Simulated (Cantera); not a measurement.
A closed system holds: 1 mol SiC, 0.064 mol O2, 5.9 mol H2, 0.011 mol CO2, at 1827 °C and 1.33 mbar.

Cantera equilibrium calculation (NASA polynomials, part measured and part estimated; ideal gas, pure solids and liquids). Candidate condensed phases: C, C6H6, C7H8, C8H18, H2O, Si, SiC, SiO2; 123 gas species. Gases not in the tables: Si2H6 and higher silanes. Equilibrium is a limit: real reactors are often held back by kinetics, nucleation or transport.

Base state: H2 0.877, H 0.0799, CO 0.0219, Si 0.0183, SiO 0.00140, Si2C 0.000748, SiH 0.000339, C2H2 (acetylene) 0.000231 (mole fractions); condensed: SiC(s).

### Question
What changes in the equilibrium state with this change: H2 from 5.9 to 2.6 mol?

### Answer
| species | before | after |
|---|---|---|
| H2 | 0.877 | 0.839 |
| H | 0.0799 | 0.0782 |
| CO | 0.0219 | 0.0432 |
| Si | 0.0183 | 0.0302 |
| SiO | 0.00140 | 0.00750 |
| C2H2 (acetylene) | 0.000231 | 8.10e-5 |
| Si2 | 4.35e-5 | 0.000119 |
| SiC2 | 0.000215 | 0.000130 |
| SiC(s), mol | 0.859 | 0.878 |

### Question
What changes in the equilibrium state with this change: temperature from 1827 °C to 702 °C?

### Answer
```tsv
species	before	after
H2	0.877	1.000
CH4	1.44e-7	0.000167
CO	0.0219	3.66e-5
H	0.0799	3.13e-8
Si	0.0183	<1e-9
SiO	0.00140	2.36e-9
Si2C	0.000748	<1e-9
SiH	0.000339	<1e-9
C2H2 (acetylene)	0.000231	<1e-9
SiC(s), mol	0.859	0.925
C(graphite), mol	0	0.0847
SiO2(β-quartz), mol	0	0.0749
```
